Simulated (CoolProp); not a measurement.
A Linde-Hampson liquefier for dry air: isothermal reversible compression at 230 K from 1 atm to 20 MPa, throttling to 1 atm, return gas leaving the recuperator 2 K below the feed. Each further row changes one setting.

The numbers come from the reference Helmholtz-energy equation of state, Lemmon 2000 in CoolProp. It is a pseudo-pure fit of the blend.

```tsv
case	liquid yield per pass	compression work (kJ/kg of gas)
as stated	0.169	337
high pressure 40 MPa	0.205	384
warm-end temperature 260 K	0.119	388
warm-end gap 7 K	0.157	337
```
